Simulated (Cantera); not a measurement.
A closed system holds: 1 mol Pb, a varied amount of CO, 0.37 mol N₂, equilibrated at 0.0100 bar.

Equilibrium computed with Cantera from the NASA thermochemical tables; the gas is ideal and each condensed phase is pure. Candidate condensed phases: C, Pb, PbO, PbO₂, Pb₃O₄; 27 gas species. The numbers say what is thermodynamically allowed, not how fast it happens.

Problem. What condenses at these points (T in K, n(CO) in mol): (1225, 0.85); (1150, 1.2); (1075, 1.8); (1100, 0.85); (1325, 1.6); (1100, 1.4)?

Solution. 
```tsv
T (K)	n(CO) in mol	condensed phases	Pb condensed (%)
1225	0.85	Pb	87.4
1150	1.2	C + Pb	95.3
1075	1.8	C + Pb	98.3
1100	0.85	C + Pb	98.5
1325	1.6	gas only	0.0
1100	1.4	C + Pb	97.8
```
